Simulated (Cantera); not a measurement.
A closed system holds: 1 mol SiO2, 0.89 mol C, 0.29 mol N2, equilibrated at 1725 °C and 0.630 bar.

Cantera equilibrium calculation (NASA polynomials, part measured and part estimated; ideal gas, pure solids and liquids). Candidate condensed phases: C, Si, SiC, SiO2, Si2N2O, Si3N4; 34 gas species. Mutual solubility and eutectic melting of coexisting phases are not modelled. The tables hold silica as quartz up to 1696 K and as liquid above; real silica turns to tridymite and cristobalite and melts near 1996 K. Equilibrium is a limit: real reactors are often held back by kinetics, nucleation or transport.

Q: What is the equilibrium state?

A: 
| Quantity | Result |
|---|---|
| x(CO) | 0.730 |
| x(SiO) | 0.206 |
| x(N2) | 0.0633 |
| x(CO2) | 8.58e-5 |
| x(Si) | 1.13e-5 |
| n(SiO2(l)) | 0.323 mol |
| n(Si2N2O(s)) | 0.213 mol |
| gas amount | 1.219 mol |
| log10 activity of Si(l) (absent) | -0.78 |
| log10 activity of C(graphite) (absent) | -1.00 |
